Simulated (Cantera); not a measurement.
Cantera run, input and output.

```python
import numpy as np
import cantera as ct

gas = ct.Solution("gri30.yaml")


def delay(T, t_max=10):
    gas.TPX = T, 101325, {'C3H8': 1, 'O2': 11.6, 'N2': 43.7, 'H2O': 8.2}
    reactor = ct.IdealGasConstPressureReactor(gas, clone=False)
    net = ct.ReactorNet([reactor])
    net.rtol, net.atol = 1e-8, 1e-16
    while net.time < t_max:
        t_old, T_old = net.time, reactor.T
        net.step()
        if reactor.T > T + 400:  # ignition: a rise of 400 K
            return t_old + (T + 400 - T_old) / (reactor.T - T_old) * (net.time - t_old)
    return np.nan


taus = []
for T in [1050, 1150, 1250, 1350, 1450, 1550, 1650, 1750]:
    taus.append(delay(T))
    print(f"T0 = {T:6g} K   tau = {taus[-1]:.4e} s")
```

Result:

```
T0 =   1050 K   tau = 1.6387e-01 s
T0 =   1150 K   tau = 1.7179e-02 s
T0 =   1250 K   tau = 2.2994e-03 s
T0 =   1350 K   tau = 4.4704e-04 s
T0 =   1450 K   tau = 1.3461e-04 s
T0 =   1550 K   tau = 6.4517e-05 s
T0 =   1650 K   tau = 4.5887e-05 s
T0 =   1750 K   tau = 4.2390e-05 s
```

Model: GRI-Mech 3.0 (53 species, 325 reactions), integrated in Cantera. GRI-Mech 3.0 was tuned for natural gas; its chemistry of propane as a main component is partial and can be far from experiment. Where the delays flatten at high temperature, the 400 K rule measures the pace of heat release, not the induction time.
